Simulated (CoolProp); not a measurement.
Saturation properties of R125 (Tc = 66.0 °C, pc = 3.618 MPa, ω = 0.305).

Computed with CoolProp (reference Helmholtz-energy equation of state, Lemmon 2005).

```tsv
T (°C)	p (MPa)	liquid density (kg/m³)	enthalpy of vaporisation (kJ/kg)	vapour viscosity (µPa s)
-40.55	0.1447	1486	159.9	10.0
-37.85	0.1633	1476	158.4	10.1
-35.15	0.1837	1466	156.8	10.3
-32.45	0.2060	1456	155.2	10.4
-29.75	0.2304	1445	153.6	10.5
-27.05	0.2569	1435	151.9	10.6
-24.35	0.2858	1424	150.2	10.7
-21.55	0.3182	1413	148.4	10.9
-18.85	0.3521	1402	146.7	11.0
-16.15	0.3886	1391	144.9	11.1
-13.45	0.4279	1379	143.0	11.2
```

It boils at -48.1 °C under 1 atm.

Viscosity comes from a separate model (Huber 2006).
